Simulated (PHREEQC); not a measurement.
A made-up water analysis in mmol/kgw, 25 °C, pH 2.91, pe 11.1:

```csv
constituent,mmol/kgw
Na,90.2
K,18.6
Ca,2.94
Mg,3.18
Cl,8.59
S(6),60.6
P,0.0169
```

Cl is adjusted to close the charge balance.
Valence states are taken as typed.

Computed with PHREEQC (ion-association model, wateq4f.dat).

```yaml
ionic_strength: 0.158 mol/kgw
total_alkalinity: -3.94 meq/kg
```

```json
[
 {"species": "Na+", "molality": "0.0839", "activity": "0.0635", "log γ": "-0.121"},
 {"species": "SO4-2", "molality": "0.0470", "activity": "0.0150", "log γ": "-0.497"},
 {"species": "K+", "molality": "0.0169", "activity": "0.0123", "log γ": "-0.137"},
 {"species": "NaSO4-", "molality": "0.00626", "activity": "0.00476", "log γ": "-0.119"},
 {"species": "Cl-", "molality": "0.00377", "activity": "0.00275", "log γ": "-0.137"},
 {"species": "HSO4-", "molality": "0.00240", "activity": "0.00179", "log γ": "-0.128"},
 {"species": "MgSO4", "molality": "0.00175", "activity": "0.00182", "log γ": "0.016"},
 {"species": "KSO4-", "molality": "0.00170", "activity": "0.00130", "log γ": "-0.119"},
 {"species": "H+", "molality": "0.00153", "activity": "0.00123", "log γ": "-0.093"}
]
```

Precipitation was switched off in this run. H3PO4, which wateq4f.dat lacks, is added to it with the constant of phreeqc.dat.
